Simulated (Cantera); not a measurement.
**Adiabatic ignition**

An adiabatic, constant-volume homogeneous reactor starts with CH₄ : O₂ : N₂ = 1 : 1.4 : 6.84 (molar parts), equivalence ratio 1.4, at 1248 K and 20000 Pa.

Computed with Cantera and GRI-Mech 3.0 (53 species, 325 reactions).

```
t (s)     T (K)  P (bar)   x CH₄     x O₂      x H₂    x NO₂    x C₂H₆
--------  -----  -------  ------  -------  --------  -------  --------
2.00e-6    1248    0.200   0.108    0.152  4.57e-12   <1e-12    <1e-12
5.44e-6    1248    0.200   0.108    0.152  2.65e-11   <1e-12    <1e-12
1.48e-5    1248    0.200   0.108    0.152  1.18e-10   <1e-12    <1e-12
4.03e-5    1248    0.200   0.108    0.152  4.00e-10   <1e-12    <1e-12
0.000110   1248    0.200   0.108    0.152   1.23e-9   <1e-12    <1e-12
0.000299   1248    0.200   0.108    0.152   3.96e-9   <1e-12  7.01e-12
0.000813   1248    0.200   0.108    0.152   1.57e-8   <1e-12  1.71e-10
0.00221    1248    0.200   0.108    0.152   9.88e-8   <1e-12   5.86e-9
0.00602    1248    0.200   0.108    0.152   1.08e-6   <1e-12   3.22e-7
0.0164     1248    0.200   0.108    0.151   1.06e-5   <1e-12   1.05e-5
0.0446     1251    0.200   0.108    0.151   9.28e-5   <1e-12   9.67e-5
0.121      2623    0.455  <1e-12  0.00168    0.0522  6.74e-8    <1e-12
0.331      2620    0.454  <1e-12  0.00159    0.0526  1.06e-7    <1e-12
0.900      2620    0.454  <1e-12  0.00159    0.0526  1.06e-7    <1e-12
```
x: mole fraction; the columns are a selection and need not sum to one.

| Item | Result |
|---|---|
| time of steepest temperature rise | 0.116 s |
| temperature at 0.900 s | 2620 K |
| equilibrium temperature | 2620 K |
| x(CH₄) at 0.900 s | <1e-12 (gas-phase equilibrium <1e-12) |
| x(O₂) at 0.900 s | 0.00159 (gas-phase equilibrium 0.00159) |
| x(H₂) at 0.900 s | 0.0526 (gas-phase equilibrium 0.0526) |
